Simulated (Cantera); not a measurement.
Cantera run, input and output.

```python
import numpy as np
import cantera as ct

gas = ct.Solution("gri30.yaml")
gas.TPX = 1525, 390000, {'CH4': 1, 'CO2': 0.95, 'H2': 0.13}
reactor = ct.IdealGasConstPressureReactor(gas, energy="off", clone=False)
net = ct.ReactorNet([reactor])
net.rtol, net.atol = 1e-08, 1e-18
show = ['CH4', 'CO2', 'H2', 'CH2CO', 'CO']
times = np.geomspace(9e-05, 20, 11)

steps = ct.SolutionArray(gas, extra=["t"])
rows = []
print(f"{'t/s':>10s}{'T/K':>9s}{'P/Pa':>11s}" + "".join(f"{s:>11s}" for s in show))
for t in times:
    while net.time < t:
        t_next = net.step()
        steps.append(gas.state, t=t_next)
    rows.append([np.interp(t, steps.t, y) for y in (steps.T, steps.P, *steps(*show).X.T)])
    print(f"{t:10.3e}{rows[-1][0]:9.1f}{rows[-1][1]:11.4g}" + "".join(f"{x:11.3e}" for x in rows[-1][2:]))
rate = np.gradient(steps.T, steps.t)
print("integrator steps:", len(steps.t))
if steps.T.max() > steps.T[0] + 200:
    print(f"time of steepest temperature rise: {steps.t[rate.argmax()]:.4e} s")
gas.TPX = 1525, 390000, {'CH4': 1, 'CO2': 0.95, 'H2': 0.13}
gas.equilibrate("TP")
print(f"equilibrium (TP): T = {gas.T:.1f} K  " + "  ".join(f"{s} {gas[s].X[0]:.3e}" for s in show))
```

It prints:

```
       t/s      T/K       P/Pa        CH4        CO2         H2      CH2CO         CO
 9.000e-05   1525.0    3.9e+05  4.805e-01  4.567e-01  6.260e-02  1.008e-11  1.882e-05
 3.083e-04   1525.0    3.9e+05  4.799e-01  4.566e-01  6.287e-02  2.276e-10  8.939e-05
 1.056e-03   1525.0    3.9e+05  4.776e-01  4.561e-01  6.402e-02  4.140e-09  3.994e-04
 3.616e-03   1525.0    3.9e+05  4.685e-01  4.530e-01  6.983e-02  5.832e-08  1.802e-03
 1.239e-02   1525.0    3.9e+05  4.367e-01  4.386e-01  9.313e-02  5.283e-07  7.642e-03
 4.243e-02   1525.0    3.9e+05  3.532e-01  3.877e-01  1.487e-01  3.728e-06  3.327e-02
 1.453e-01   1525.0    3.9e+05  2.106e-01  2.546e-01  1.966e-01  1.837e-05  1.250e-01
 4.977e-01   1525.0    3.9e+05  9.779e-02  1.093e-01  2.130e-01  3.937e-05  2.476e-01
 1.705e+00   1525.0    3.9e+05  9.189e-02  7.930e-02  2.563e-01  2.260e-05  3.093e-01
 5.839e+00   1525.0    3.9e+05  8.901e-02  5.156e-02  3.182e-01  8.416e-06  3.782e-01
 2.000e+01   1525.0    3.9e+05  7.194e-02  2.772e-02  3.852e-01  2.988e-06  4.300e-01
integrator steps: 1415
equilibrium (TP): T = 1525.0 K  CH4 1.238e-02  CO2 8.669e-05  H2 5.099e-01  CH2CO 2.649e-07  CO 4.771e-01
```

Model: GRI-Mech 3.0 (53 species, 325 reactions), integrated in Cantera.
